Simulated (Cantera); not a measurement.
# Adiabatic ignition

An adiabatic, constant-volume homogeneous reactor starts with 7.83 % CO, 7.44 % H2, 16.2 % O2, 61.1 % N2, 7.44 % CO2, equivalence ratio 0.47, at 975 K and 101000 Pa.

Model: GRI-Mech 3.0 (53 species, 325 reactions), integrated in Cantera.

```
t (s)     T (K)  P (bar)     x CO      x H2    x O2       x O     x N2O    x H2O2     x H2O
--------  -----  -------  -------  --------  ------  --------  --------  --------  --------
4.00e-6     975     1.01   0.0783    0.0744   0.162  2.52e-11    <1e-12    <1e-12  7.39e-12
2.03e-5     975     1.01   0.0783    0.0744   0.162  1.06e-10    <1e-12    <1e-12  2.60e-10
0.000103    975     1.01   0.0783    0.0744   0.162  7.53e-10    <1e-12  1.37e-11   9.38e-9
0.000524    975     1.01   0.0783    0.0744   0.162   1.49e-7  1.03e-12   2.02e-8   3.79e-6
0.00266    2275     2.19  0.00357  0.000313  0.0929  0.000891   6.35e-7   1.46e-7    0.0779
0.0135     2273     2.19  0.00354  0.000310  0.0925  0.000878   6.32e-7   1.45e-7    0.0779
0.0687     2266     2.18  0.00341  0.000300  0.0907  0.000832   6.29e-7   1.41e-7    0.0780
0.349      2258     2.17  0.00328  0.000290  0.0888  0.000786   6.37e-7   1.36e-7    0.0781
1.77       2258     2.17  0.00328  0.000290  0.0888  0.000785   6.37e-7   1.36e-7    0.0781
9.00       2258     2.17  0.00328  0.000290  0.0888  0.000785   6.37e-7   1.36e-7    0.0781
```
x: mole fraction; the columns are a selection and need not sum to one.

```yaml
time_of_steepest_temperature_rise: 0.937 ms
temperature at 9.00 s: 2258 K
equilibrium_temperature: 2258 K
x(CO) at 9.00 s: 0.00328 (gas-phase equilibrium 0.00328)
x(H2) at 9.00 s: 0.000290 (gas-phase equilibrium 0.000290)
x(O2) at 9.00 s: 0.0888 (gas-phase equilibrium 0.0888)
```
